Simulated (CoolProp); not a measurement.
A single-stage vapour-compression cycle with benzene: evaporating at 310.15 K (dew point), condensing at 359.15 K (bubble point), superheat 10 K, subcooling 5 K, compressor efficiency 0.6, no pressure losses. Each further row changes one setting.

Model: reference Helmholtz-energy equation of state, Thol 2012, in CoolProp.

```tsv
case	cooling COP	pressure ratio	discharge temperature (K)	refrigerating effect (kJ/kg)	volumetric capacity (kJ/m³)
as stated	3.41	5.63	402.3	355	227
evaporating temperature 315.15 K	3.92	4.58	397.9	361	279
condensing temperature 354.15 K	3.86	4.84	395.4	365	233
subcooling 10 K	3.50	5.63	402.3	365	233
superheat 20 K	3.42	5.63	412.1	367	227
compressor efficiency 0.5	2.84	5.63	416.1	355	227
```
